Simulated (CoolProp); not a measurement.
Aqueous potassium formate as a coolant, 8 % by mass, freezing at -3.8 °C, 1 atm.

Values from CoolProp's Melinder's fits for secondary coolants.

| T (°C) | cp (kJ/(kg K)) | conductivity (W/(m K)) | density (kg/m³) | viscosity (mPa s) |
|---|---|---|---|---|
| 0.2 | 3.886 | 0.552 | 1052 | 1.95 |
| 3.7 | 3.884 | 0.557 | 1051 | 1.75 |
| 7.2 | 3.882 | 0.563 | 1051 | 1.59 |
| 10.8 | 3.882 | 0.568 | 1050 | 1.44 |
| 14.3 | 3.882 | 0.573 | 1049 | 1.32 |
| 17.8 | 3.882 | 0.578 | 1048 | 1.21 |
| 21.3 | 3.882 | 0.583 | 1047 | 1.11 |
| 24.9 | 3.883 | 0.588 | 1046 | 1.03 |
| 28.4 | 3.884 | 0.593 | 1045 | 0.955 |
| 31.9 | 3.886 | 0.598 | 1044 | 0.888 |
| 35.4 | 3.887 | 0.603 | 1043 | 0.828 |
